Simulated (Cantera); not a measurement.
Feed: 1 mol CH3SiCl3, 0.16 mol CH4, 40 mol H2, 0.2 mol C3H8, at 0.0100 bar.

These are equilibrium values from Cantera (NASA tables, ideal gas, pure condensed phases), not measurements of a reactor. Candidate condensed phases: C, C6H6, C7H8, C8H18, Si, SiC; 109 gas species. The feed counts by its element totals alone. The numbers say what is thermodynamically allowed, not how fast it happens.

Over these rows the condensed part is C(graphite) + SiC(s). Partial pressures as log10 of bar:

| T (K) | 1000/T (1/K) | log p C2H2 (acetylene) | log p H2 | log p HCl |
|---|---|---|---|---|
| 1275 | 0.7843 | -8.45 | -2.03 | -3.17 |
| 1375 | 0.7273 | -7.78 | -2.03 | -3.17 |
| 1475 | 0.6780 | -7.21 | -2.03 | -3.17 |
| 1575 | 0.6349 | -6.71 | -2.03 | -3.17 |
| 1675 | 0.5970 | ? | -2.03 | -3.17 |
| 1775 | 0.5634 | -5.88 | -2.03 | -3.17 |

Fit log p(C2H2 (acetylene)) = a + b·(1000/T) to the five rows, give the apparent enthalpy, and predict the row at 1675 K.

Means: 1000/T = 0.6776, log p = -7.206. Sxy = -0.333873, Sxx = 0.0287201, so b = -11.63 and a = -7.206 − (-11.63)×0.6776 = 0.67.
Apparent enthalpy: −19.145 × (-11.63) = 223 kJ/mol. With the condensed phases at unit activity, 2 C(graphite) + H2(g) = C2H2 (acetylene)(g) links this pressure to the main gases: over the six rows their terms move log p by +0.00 in all, so the slope is close to that reaction's ΔH°. The five rows lie within 0.01 of the line.
Prediction at 1675 K: 0.67 + (-11.63)×0.5970 = -6.27. The computed value is -6.27, 0.00 from the line.
